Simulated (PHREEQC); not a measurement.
Consider water at 25 °C with 7.15 mmol/kgw KBr. Closed to the air; pH follows from the charge balance.

Computed with PHREEQC (ion-association model, phreeqc.dat).

Precipitation was switched off in this run.

### Question
What specific conductance does the model give?

### Answer
specific conductance 1000 µS/cm.
